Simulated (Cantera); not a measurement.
**Premixed flame**

A freely propagating, adiabatic, planar premixed flame of 4.65 % CH₄, 1.77 % C₂H₆, 0.465 % C₃H₈, 17.8 % O₂, 66.9 % N₂, 8.37 % H₂O, equivalence ratio 1.0, unburnt at 700 K and 0.360 bar; multicomponent+Soret transport, grid criteria slope 0.08 and curve 0.16, no radiation.

Model: GRI-Mech 3.0 (53 species, 325 reactions), integrated in Cantera. Burning velocities carry a grid error of a few per cent, more on coarse grids.

```tsv
z (mm)	T (K)	u (m/s)	x CH₄	x C₂H₆	x C₃H₈	x O₂	x CO	x C₂H₂
-2.51	700	1.84	0.0464	0.0177	0.00465	0.178	1.89e-6	<1e-8
-1.67	701	1.84	0.0463	0.0176	0.00464	0.178	2.40e-5	9.26e-8
-1.25	705	1.86	0.0460	0.0176	0.00464	0.177	0.000123	5.85e-7
-0.837	736	1.95	0.0445	0.0174	0.00462	0.175	0.00106	7.09e-6
-0.418	1001	2.69	0.0354	0.0138	0.00367	0.152	0.0117	0.000124
-0.209	1351	3.71	0.0226	0.00628	0.00133	0.116	0.0304	0.000414
0	1707	4.76	0.00690	0.000423	3.75e-5	0.0702	0.0523	0.000696
0.209	1861	5.21	0.000716	1.91e-6	3.11e-8	0.0417	0.0546	0.000153
0.418	1899	5.31	3.71e-5	<1e-8	<1e-8	0.0308	0.0462	7.22e-6
0.837	1933	5.37	9.06e-8	<1e-8	<1e-8	0.0250	0.0351	<1e-8
1.67	1977	5.47	<1e-8	<1e-8	<1e-8	0.0223	0.0289	<1e-8
3.35	2034	5.60	<1e-8	<1e-8	<1e-8	0.0202	0.0268	<1e-8
6.69	2106	5.77	<1e-8	<1e-8	<1e-8	0.0177	0.0246	<1e-8
```
x: mole fraction of selected species; z is measured from the peak of heat release.

```json
{
  "laminar_burning_velocity": "184 cm/s",
  "thermal_thickness": "0.837 mm",
  "peak x(CO)": "0.0562",
  "peak x(C₂H₂)": "0.000718",
  "grid_points": "149"
}
```
